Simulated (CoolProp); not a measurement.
Vapour-liquid equilibrium of CHF3 (R23) (1) + sulfur hexafluoride (2) at 247.3 K; x and y are mole fractions of (1).

Computed with CoolProp (multi-fluid Helmholtz-energy mixture model, Penoncello 2003 and Guder 2009; pair parameters Bell 2016).

```csv
x,bubble pressure (MPa),y at the bubble point,dew pressure at overall composition x (MPa),liquid density (mol/L)
0.05,0.6881,0.188,0.5963,?
0.2,?,0.436,?,?
0.35,1.045,?,0.8287,?
0.5,1.123,0.629,0.9918,13.43
0.65,1.173,0.709,1.139,14.25
0.8,1.195,0.805,1.195,15.30
0.95,1.176,0.940,1.173,16.62
```

### Question
Some entries are withheld; supply them.

### Answer

- 0.05, liquid density (mol/L): 11.90
- 0.2, bubble pressure (MPa): 0.9195
- 0.2, dew pressure at overall composition x (MPa): 0.6970
- 0.2, liquid density (mol/L): 12.30
- 0.35, y at the bubble point: 0.548
- 0.35, liquid density (mol/L): 12.79

y crosses x between x = 0.8 and 0.95: the model has an azeotrope there.

Pair parameters are fitted to limited data, so mixtures are less certain than the pure fluids.
